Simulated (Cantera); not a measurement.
A diamond (100) surface in a fixed gas of H2 with x(CH4) = 0.015, x(H) = 0.00093, x(CH3) = 4.3e-05, 0.160 bar; coverages are run to steady state.

Detailed kinetics in Cantera: the Harris–Goodwin 1993 mechanism for the reconstructed diamond (100) surface.

θ: site fractions in the mechanism's names (c6HH fully hydrogenated, c6H* and c6*H radical sites, c6** diradical, c6HM methylated).

| T (K) | growth (µm/h) | θ c6HH | θ c6H* | θ c6*H | θ c6** | θ c6HM |
|---|---|---|---|---|---|---|
| 925 | [?] | 0.641 | 0.0117 | 0.300 | 0.00498 | 0.0326 |
| 1000 | 3.22 | 0.583 | 0.0176 | 0.360 | 0.00864 | 0.0222 |
| 1075 | 3.39 | 0.531 | 0.0245 | 0.412 | 0.0134 | 0.0126 |
| 1150 | [?] | 0.488 | 0.0320 | 0.453 | 0.0187 | 0.00467 |
| 1225 | [?] | 0.454 | 0.0394 | 0.481 | 0.0237 | 0.00118 |
| 1300 | [?] | 0.429 | 0.0464 | 0.496 | 0.0279 | 0.000267 |
| 1375 | [?] | 0.415 | 0.0528 | 0.501 | 0.0307 | 6.13e-5 |

Q: Fill in the missing entries.

A: 
- 925, growth (µm/h): 2.33
- 1150, growth (µm/h): 2.28
- 1225, growth (µm/h): 1.22
- 1300, growth (µm/h): 0.844
- 1375, growth (µm/h): 0.693
